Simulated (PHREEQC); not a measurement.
1 kg of water holding 0.004 mol/kgw MgSO4 and 0.1 mol/kgw KCl is evaporated at 40 °C; the solids stay in contact with the brine. CO2 from the air is kept out. Only these solids could form: Arcanite, Bischofite, Brucite, Carnallite, Epsomite, Hexahydrite, Kainite, Kieserite, Leonite, Misenite, Schoenite, Sylvite, MgCl2_4H2O.

Model: Pitzer model, pitzer.dat, run in PHREEQC.

Q: Predict ionic strength, Cl in solution (mol/kgw) at water left (kg) = 0.3082, 0.1407, 0.07809.

A: 
| water left (kg) | ionic strength | Cl in solution (mol/kgw) |
|---|---|---|
| 0.3082 | 0.376 | 0.324 |
| 0.1407 | 0.825 | 0.711 |
| 0.07809 | 1.49 | 1.28 |

Species that the database lacks are ignored. Away from 25 °C the constants follow the database's enthalpies or fits; those with neither stay at their 25 °C values.
